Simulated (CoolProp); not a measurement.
Vapour-liquid equilibrium of hexamethyldisiloxane (MM) (1) + toluene (2) at 275.1 K; x and y are mole fractions of (1).

Model: multi-fluid Helmholtz-energy mixture model, Thol 2016 and Lemmon 2006; pair parameters Bell 2016, in CoolProp.

```
x      bubble pressure, mixture model (kPa)  bubble pressure, Raoult's law (kPa)  y, mixture model  y, Raoult's law
-----  ------------------------------------  -----------------------------------  ----------------  ---------------
0.05                                  1.081                                1.050             0.099            0.073
0.125                                 1.159                                1.088             0.223            0.176
0.2                                   1.228                                1.126             0.325            0.272
0.275                                 1.289                                1.164             0.411            0.362
0.35                                  1.342                                1.202             0.484            0.446
0.425                                 1.388                                1.240             0.548            0.525
0.5                                   1.426                                1.278             0.606            0.599
0.575                                 1.459                                1.316             0.661            0.669
0.65                                  1.486                                1.354             0.713            0.735
0.725                                 1.508                                1.392             0.766            0.798
0.8                                   1.524                                1.430             0.822            0.857
0.875                                 1.533                                1.468             0.882            0.913
0.95                                  1.535                                1.506             0.949            0.966
```

The largest gap from Raoult's law is +11.9 % in bubble pressure, at x = 0.425. y crosses x between x = 0.875 and 0.95: the model has an azeotrope there.

The pair parameters rest on a limited set of measurements; away from them the model extrapolates.
